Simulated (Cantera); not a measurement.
A freely propagating, adiabatic, planar premixed flame of 6.26 % CH4, 8.14 % CO, 18.0 % O2, 67.6 % N2, equivalence ratio 0.92, unburnt at 625 K and 4.84 atm; mixture-averaged transport, grid criteria slope 0.08 and curve 0.16, no radiation.

Cantera simulation using GRI-Mech 3.0 (53 species, 325 reactions); the numbers are that mechanism's predictions, not measurements. Burning velocities carry a grid error of a few per cent, more on coarse grids.

x: mole fraction of selected species; z is measured from the peak of heat release.

| z (mm) | T (K) | u (m/s) | x CH4 | x CO | x O2 | x N2O | x H2O2 | x O |
|---|---|---|---|---|---|---|---|---|
| -0.269 | 625 | 0.998 | 0.0625 | 0.0813 | 0.180 | <1e-8 | 3.33e-8 | <1e-8 |
| -0.180 | 627 | 1.00 | 0.0624 | 0.0812 | 0.180 | <1e-8 | 5.11e-7 | <1e-8 |
| -0.135 | 634 | 1.01 | 0.0619 | 0.0812 | 0.179 | <1e-8 | 2.08e-6 | <1e-8 |
| -0.0898 | 675 | 1.08 | 0.0597 | 0.0810 | 0.176 | <1e-8 | 1.22e-5 | 1.64e-8 |
| -0.0449 | 975 | 1.57 | 0.0449 | 0.0820 | 0.154 | 4.49e-8 | 6.02e-5 | 5.74e-6 |
| -0.0224 | 1363 | 2.21 | 0.0255 | 0.0841 | 0.120 | 1.41e-7 | 3.83e-5 | 0.000105 |
| 0 | … | 2.86 | … | 0.0817 | … | … | … | … |
| 0.0224 | 1966 | 3.15 | 0.000299 | 0.0653 | 0.0509 | 5.81e-7 | 9.55e-7 | 0.00341 |
| 0.0449 | 2057 | 3.27 | … | … | … | 7.08e-7 | … | … |
| 0.0898 | 2167 | 3.41 | 1.13e-8 | 0.0355 | 0.0333 | 7.59e-7 | 5.37e-7 | 0.00349 |
| 0.180 | 2276 | 3.55 | <1e-8 | 0.0260 | 0.0280 | 7.82e-7 | 3.78e-7 | 0.00227 |
| 0.359 | 2361 | 3.67 | <1e-8 | 0.0189 | 0.0240 | 7.62e-7 | 2.86e-7 | 0.00132 |
| 0.718 | 2412 | 3.73 | <1e-8 | 0.0140 | 0.0214 | 6.89e-7 | 2.51e-7 | 0.000861 |

### Question
Fill in the missing entries.

### Answer

- 0, T (K): 1772
- 0, x CH4: 0.00566
- 0, x O2: 0.0770
- 0, x N2O: 3.39e-7
- 0, x H2O2: 2.28e-6
- 0, x O: 0.00109
- 0.0449, x CH4: 8.13e-6
- 0.0449, x CO: 0.0499
- 0.0449, x O2: 0.0407
- 0.0449, x H2O2: 7.39e-7
- 0.0449, x O: 0.00411
